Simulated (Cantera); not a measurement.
A freely propagating, adiabatic, planar premixed flame of H2 : O2 : N2 : H2O = 1 : 0.633 : 2.38 : 0.66 (molar parts), equivalence ratio 0.79, unburnt at 700 K and 9.87 atm; mixture-averaged transport, grid criteria slope 0.08 and curve 0.16, no radiation.

Computed with Cantera and the H2/O2 subset of GRI-Mech 3.0, which has no nitrogen chemistry. The hydrogen kinetics of GRI-Mech 3.0 are dated; newer H2 mechanisms differ, most at raised pressure. Burning velocities carry a grid error of a few per cent, more on coarse grids.

Problem. What does this change do: inlet temperature 700 to 675 K?

Solution. 
```json
[
 {"quantity": "laminar burning velocity", "before": "175 cm/s", "after": "155 cm/s"},
 {"quantity": "thermal thickness", "before": "0.0386 mm", "after": "0.0398 mm"},
 {"quantity": "peak x(HO2)", "before": "0.00107", "after": "0.00104"},
 {"quantity": "peak x(O)", "before": "0.00136", "after": "0.00126"},
 {"quantity": "peak x(H2O2)", "before": "0.000420", "after": "0.000428"}
]
```
